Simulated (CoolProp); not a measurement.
R1234ze(Z) along the isobar 4.34 MPa: density (kg/m³) from the reference equation and from simpler models built on Tc = 150.1 °C, pc = 3.531 MPa, ω = 0.327; each cubic takes its own stable root.

The numbers come from the reference Helmholtz-energy equation of state, Akasaka 2019 in CoolProp.

```json
[
 {"T (°C)": "60.35", "phase": "liquid", "reference": "1144", "van der Waals": "633.3", "Redlich-Kwong": "885.1", "Soave-Redlich-Kwong": "929.5", "Peng-Robinson": "1051"},
 {"T (°C)": "70.95", "phase": "liquid", "reference": "1112", "van der Waals": "618.7", "Redlich-Kwong": "857.5", "Soave-Redlich-Kwong": "901.2", "Peng-Robinson": "1019"},
 {"T (°C)": "81.65", "phase": "liquid", "reference": "1079", "van der Waals": "603.0", "Redlich-Kwong": "827.8", "Soave-Redlich-Kwong": "870.1", "Peng-Robinson": "983.7"},
 {"T (°C)": "92.25", "phase": "liquid", "reference": "1043", "van der Waals": "586.3", "Redlich-Kwong": "796.2", "Soave-Redlich-Kwong": "836.5", "Peng-Robinson": "945.3"},
 {"T (°C)": "102.95", "phase": "liquid", "reference": "1004", "van der Waals": "568.1", "Redlich-Kwong": "761.6", "Soave-Redlich-Kwong": "799.1", "Peng-Robinson": "902.1"},
 {"T (°C)": "113.55", "phase": "liquid", "reference": "961.1", "van der Waals": "548.2", "Redlich-Kwong": "723.9", "Soave-Redlich-Kwong": "757.4", "Peng-Robinson": "853.9"},
 {"T (°C)": "124.25", "phase": "liquid", "reference": "911.6", "van der Waals": "525.8", "Redlich-Kwong": "681.2", "Soave-Redlich-Kwong": "709.3", "Peng-Robinson": "797.6"},
 {"T (°C)": "134.85", "phase": "liquid", "reference": "853.1", "van der Waals": "500.2", "Redlich-Kwong": "632.4", "Soave-Redlich-Kwong": "652.7", "Peng-Robinson": "731.0"},
 {"T (°C)": "145.55", "phase": "liquid", "reference": "775.7", "van der Waals": "469.3", "Redlich-Kwong": "572.1", "Soave-Redlich-Kwong": "580.2", "Peng-Robinson": "645.1"},
 {"T (°C)": "156.15", "phase": "supercritical", "reference": "646.0", "van der Waals": "429.7", "Redlich-Kwong": "490.5", "Soave-Redlich-Kwong": "473.6", "Peng-Robinson": "517.6"},
 {"T (°C)": "166.85", "phase": "supercritical", "reference": "349.1", "van der Waals": "369.1", "Redlich-Kwong": "354.2", "Soave-Redlich-Kwong": "305.3", "Peng-Robinson": "324.6"}
]
```
